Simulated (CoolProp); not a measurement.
Hydrogen sulfide along the isobar 460 bar: fugacity coefficient from the reference equation and from simpler models built on Tc = 373.1 K, pc = 89.99 bar, ω = 0.101; each cubic takes its own stable root.

The numbers come from the reference Helmholtz-energy equation of state, Lemmon 2006 in CoolProp. It is a short technical equation, of lower accuracy than the large ones.

```tsv
T (K)	phase	reference	van der Waals	Redlich-Kwong	Soave-Redlich-Kwong
268.6	liquid	0.03895	0.1181	0.04420	0.04030
296.5	liquid	0.07510	0.1654	0.08418	0.07832
324.3	liquid	0.1254	0.2173	0.1378	0.1316
352.2	liquid	0.1887	0.2726	0.2026	0.1988
380	supercritical	0.2613	0.3292	0.2744	0.2760
407.9	supercritical	0.3398	0.3861	0.3495	0.3591
435.7	supercritical	0.4197	0.4417	0.4239	0.4431
463.6	supercritical	0.4979	0.4955	0.4953	0.5246
491.4	supercritical	0.5712	0.5464	0.5613	0.6001
519.2	supercritical	0.6380	0.5941	0.6211	0.6683
547.1	supercritical	0.6979	0.6384	0.6746	0.7291
574.9	supercritical	0.7503	0.6789	0.7217	0.7821
```
